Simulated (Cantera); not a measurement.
Charge: 1 mol V, 13 mol N2O, 1.9 mol H2, at 477 °C and 0.100 bar.

Equilibrium computed with Cantera from the NASA thermochemical tables; the gas is ideal and each condensed phase is pure. Candidate condensed phases: H2O, V, VN, VO, V2O3, V2O4, V2O5; 28 gas species. Condensed phases not in the tables: the oxides between V2O3 and V2O5 other than VO2. Gases not in the tables: V4O10. Rates play no part.

What is the equilibrium state?

x(N2): 0.677
x(O2): 0.224
x(H2O): 0.0990
n(V2O5(s)): 0.500 mol
gas amount: 19.20 mol
log10 activity of V(s) (absent): -40.62
